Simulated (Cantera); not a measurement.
Charge: 1 mol MgCO3, 0.13 mol C, 0.73 mol H2, equilibrated at 1973.15 K and 13300 Pa.

These are equilibrium values from Cantera (NASA tables, ideal gas, pure condensed phases), not measurements of a reactor. Candidate condensed phases: C, C6H6, C7H8, C8H18, H2O, Mg, MgCO3, MgO, Mg(OH)2; 116 gas species. Equilibrium is a limit: real reactors are often held back by kinetics, nucleation or transport.

Base state: CO 0.408, H2O 0.268, CO2 0.199, H2 0.123, H 0.00130, OH 0.000269, Mg 3.54e-5 (mole fractions); condensed: MgO(s).

Q: What changes in the equilibrium state with this change: temperature from 1973.15 K to 1875 K?

A: 
```
species        before     after
-----------  --------  --------
CO              0.408     0.404
H2O             0.268     0.264
CO2             0.199     0.203
H2              0.123     0.128
Mg            3.54e-5   8.16e-6
OH           0.000269  0.000103
H             0.00130  0.000642
MgO(s), mol     1.000     1.000
```

Q: What changes in the equilibrium state with this change: temperature from 1973.15 K to 850 K?

A: 
```
species        before    after
-----------  --------  -------
CO2             0.199    0.353
H2              0.123    0.268
CO              0.408    0.255
H2O             0.268    0.121
Mg            3.54e-5    <1e-9
CH4             <1e-9  0.00315
H             0.00130    <1e-9
OH           0.000269    <1e-9
MgO(s), mol     1.000     1.00
```
